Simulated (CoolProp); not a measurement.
Values from CoolProp's reference Helmholtz-energy equation of state, Span 1996.

Give the vapour pressure (MPa), vapour viscosity (µPa s), liquid conductivity (mW/(m K)) of saturated carbon dioxide at 256.5, 264.1, 267.9 K.


```json
[
 {"T (K)": "256.5", "p (MPa)": "2.18", "vapour viscosity (µPa s)": "13.2", "liquid conductivity (mW/(m K))": "129"},
 {"T (K)": "264.1", "p (MPa)": "2.72", "vapour viscosity (µPa s)": "13.7", "liquid conductivity (mW/(m K))": "120"},
 {"T (K)": "267.9", "p (MPa)": "3.03", "vapour viscosity (µPa s)": "14.1", "liquid conductivity (mW/(m K))": "115"}
]
```

Viscosity comes from a separate model (Laesecke 2017). Thermal conductivity comes from a separate model (Huber 2016).
